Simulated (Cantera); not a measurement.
Charge: 1 mol Al, 0.93 mol N2O, 2 mol N2, at 133 Pa.

These are equilibrium values from Cantera (NASA tables, ideal gas, pure condensed phases), not measurements of a reactor. Candidate condensed phases: Al, AlN, Al2O3; 16 gas species. Mutual solubility and eutectic melting of coexisting phases are not modelled. Condensed phases not in the tables: aluminium oxynitride. Kinetics and transport are ignored.

Over these rows the condensed part is AlN(s) + Al2O3(s). Partial pressures as log10 of bar:

```csv
T (K),1000/T (1/K),log p Al,log p N2
1625,0.6154,-7.07,-2.88
1675,0.5970,-6.46,-2.88
1725,0.5797,-5.88,-2.88
1775,0.5634,-5.34,-2.88
1825,0.5479,-4.83,-2.88
1875,0.5333,?,-2.90
```

Question: Fit log p(Al) = a + b·(1000/T) to the five rows, give the apparent enthalpy, and predict the row at 1875 K.

Answer: Means: 1000/T = 0.5807, log p = -5.916. Sxy = -0.094533, Sxx = 0.0028459, so b = -33.22 and a = -5.916 − (-33.22)×0.5807 = 13.37.
Apparent enthalpy: −19.145 × (-33.22) = 636 kJ/mol. With the condensed phases at unit activity, AlN(s) = Al(g) + 1/2 N2(g) links this pressure to the main gases: over the six rows their terms move log p by +0.01 in all, so the slope is close to that reaction's ΔH°. The five rows lie within 0.01 of the line.
Prediction at 1875 K: 13.37 + (-33.22)×0.5333 = -4.35. The computed value is -4.34, 0.01 from the line.
